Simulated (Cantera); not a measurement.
Equilibrium for tantalum, niobium, vanadium and zirconium in process gases: Zr + H₂O

Input: 1 mol Zr, 0.31 mol H₂O, at 23.0 Pa.

These are equilibrium values from Cantera (NASA tables, ideal gas, pure condensed phases), not measurements of a reactor. Candidate condensed phases: H₂O, Zr, ZrO₂; 12 gas species. Mutual solubility and eutectic melting of coexisting phases are not modelled. Condensed phases not in the tables: N, O or C dissolved in the metal. Kinetics and transport are ignored.

At 1350 K the condensed part is Zr(β) + ZrO₂(monoclinic). From 1500 K to 2100 K the condensed part is Zr(β) + ZrO₂(tetragonal). From 2250 K to 2400 K the condensed part is Zr(l) + ZrO₂(tetragonal).

```csv
T (K),x H₂,x H,x ZrO,x Zr,x ZrO₂,x H₂O,n Zr(β),n ZrO₂(monoclinic),n ZrO₂(tetragonal),n Zr(l)
1350,1.000,0.000157,3.74e-12,<1e-12,<1e-12,2.32e-10,0.845,0.155,0,0
1500,0.999,0.00116,9.63e-10,6.03e-11,<1e-12,3.20e-9,0.845,0,0.155,0
1650,0.994,0.00597,8.74e-8,4.90e-9,7.08e-12,2.65e-8,0.845,0,0.155,0
1800,0.977,0.0233,3.71e-6,1.91e-7,8.06e-10,1.51e-7,0.845,0,0.155,0
1950,0.927,0.0728,8.74e-5,4.22e-6,4.36e-8,6.35e-7,0.845,0,0.155,0
2100,0.813,0.185,0.00130,5.97e-5,1.32e-6,1.99e-6,0.845,0,0.155,0
2250,0.605,0.381,0.0130,0.000554,2.52e-5,4.60e-6,0,0,0.152,0.842
2400,0.313,0.587,0.0953,0.00382,0.000329,6.46e-6,0,0,0.130,0.819
```
x: gas mole fraction; n: condensed amount in mol.
